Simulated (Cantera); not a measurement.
Source: NASA polynomial tables (part measured, part estimated), evaluated in Cantera. Values are per mole of reaction as written; species without (g) are pure solids or liquids, kept so even where they would boil at 1 bar.

2 VO2(g) + NO2(g) → NO(g) + V2O5

```tsv
T (K)	ΔH° (kJ)	ΔS° (J/K)	ΔG° (kJ)	log10 K
1873	-879.6	-267.5	-378.5	10.56
1923	-876.9	-266.1	-365.1	9.92
1973	-874.1	-264.7	-351.9	9.32
2023	[?]	[?]	[?]	[?]
2073	[?]	[?]	[?]	[?]
2123	[?]	[?]	[?]	[?]
2173	-863.4	-259.5	-299.5	7.20
2223	-860.7	-258.3	-286.5	6.73
2273	-858.0	-257.1	-273.6	6.29
```

Some entries are withheld; supply them.


- 2023, ΔH° (kJ): -871.4
- 2023, ΔS° (J/K): -263.4
- 2023, ΔG° (kJ): -338.7
- 2023, log10 K: 8.74
- 2073, ΔH° (kJ): -868.7
- 2073, ΔS° (J/K): -262.0
- 2073, ΔG° (kJ): -325.5
- 2073, log10 K: 8.20
- 2123, ΔH° (kJ): -866.1
- 2123, ΔS° (J/K): -260.8
- 2123, ΔG° (kJ): -312.5
- 2123, log10 K: 7.69
